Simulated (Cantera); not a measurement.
A freely propagating, adiabatic, planar premixed flame of 10.4 % CH₄, 0.571 % CO, 16.2 % O₂, 72.9 % N₂, unburnt at 323 K and 10.0 bar; mixture-averaged transport, grid criteria slope 0.08 and curve 0.16, no radiation.

Detailed kinetics in Cantera: GRI-Mech 3.0 (53 species, 325 reactions). Burning velocities carry a grid error of a few per cent, more on coarse grids.

x: mole fraction of selected species; z is measured from the peak of heat release.

```tsv
z (mm)	T (K)	u (m/s)	x CH₄	x CO	x O₂	x NO₂	x C₂H₂	x H₂O₂
-0.833	323	0.0518	0.104	0.00571	0.162	<1e-8	2.49e-8	3.23e-8
-0.555	329	0.0529	0.103	0.00579	0.161	<1e-8	(withheld)	(withheld)
-0.416	360	0.0580	0.101	0.00635	0.158	<1e-8	5.34e-6	3.39e-6
-0.278	510	0.0830	0.0910	0.00967	0.147	5.56e-8	4.22e-5	1.93e-5
-0.139	999	0.165	0.0600	0.0239	0.102	2.16e-7	0.000250	6.67e-5
-0.0694	1381	0.230	0.0343	0.0375	0.0610	9.17e-8	0.000508	1.55e-5
0	1720	0.287	0.0123	0.0497	0.0226	<1e-8	0.00120	1.71e-6
0.0694	1867	0.312	0.00475	0.0520	0.00617	<1e-8	0.00164	4.40e-7
0.139	1908	0.318	0.00308	0.0510	0.00200	<1e-8	0.00156	1.07e-7
0.278	1925	0.321	0.00221	0.0496	0.000382	<1e-8	0.00140	1.36e-8
0.555	1927	0.321	0.00157	0.0491	3.05e-5	<1e-8	0.00116	<1e-8
1.11	1924	0.321	0.000985	0.0500	3.87e-7	<1e-8	0.000773	<1e-8
2.22	1920	0.321	(withheld)	0.0518	(withheld)	<1e-8	(withheld)	<1e-8
```

Problem. What belongs in the gaps?

Solution. 
- -0.555, x C₂H₂: 5.78e-7
- -0.555, x H₂O₂: 5.08e-7
- 2.22, x CH₄: 0.000492
- 2.22, x O₂: 3.87e-8
- 2.22, x C₂H₂: 0.000324
